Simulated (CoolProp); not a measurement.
Values from CoolProp's reference Helmholtz-energy equation of state, Wagner 2002.

Task: Give the vapour pressure (kPa), liquid density (kg/m³), liquid cp (kJ/(kg K)), vapour Z of saturated water at 148.15, 166.15, 220.05 °C.

Result: 
```
T (°C)  p (kPa)  liquid density (kg/m³)  liquid cp (kJ/(kg K))  vapour Z
------  -------  ----------------------  ---------------------  --------
148.15      453                     919                   4.30     0.958
166.15      721                     901                   4.35     0.943
220.05     2320                     840                   4.61     0.877
```
